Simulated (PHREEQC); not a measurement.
Consider water at 25 °C with 12 mmol/kgw NH4HF2, 120 mmol/kgw (NH4)2SiF6 and 28 mmol/kgw H2SO4. Closed to the air; pH follows from the charge balance.

All values are PHREEQC results (ion-association model, phreeqc.dat), not measurements.

Each row changes one thing in this solution. Precipitation was switched off in this run.

| case | pH | ionic strength (mol/kgw) | HF (mol/kgw) | SO4-2 (mol/kgw) | HSO4- (mol/kgw) | NH4SO4- (mol/kgw) | SI of Quartz (SiO2) |
|---|---|---|---|---|---|---|---|
| as made | 1.56 | 0.412 | 0.0229 | 0.0117 | 0.00946 | 0.00684 | -2.24 |
| diluted 10-fold with water | 2.45 | 0.0428 | 0.00344 | 0.00207 | … | 0.000313 | +0.47 |
| NH4HF2 left out | 1.48 | 0.407 | 0.00679 | 0.0110 | 0.0108 | 0.00618 | +1.10 |
| NH4HF2 from 0.012 to 0.0132 mol/kgw | 1.57 | 0.413 | 0.0251 | 0.0118 | 0.00929 | 0.00692 | -2.50 |
| diluted 5-fold with water | 2.18 | … | … | 0.00358 | 0.00115 | 0.000863 | +0.20 |
| NH4HF2 replaced by NH4HCO3 at the same molality | 1.59 | 0.409 | 0.00628 | 0.0120 | 0.00903 | 0.00702 | +1.07 |

Question: Complete the blanks.

Answer: 
- diluted 10-fold with water, HSO4- (mol/kgw): 0.000418
- diluted 5-fold with water, ionic strength (mol/kgw): 0.0850
- diluted 5-fold with water, HF (mol/kgw): 0.00507

Some of these states are supersaturated (in Quartz (slow to form), Chalcedony (slow to form), for instance). Carbamate, which ammonia and carbonate form, is missing from the database. SiF6-2 is the database's only silicon fluoride.
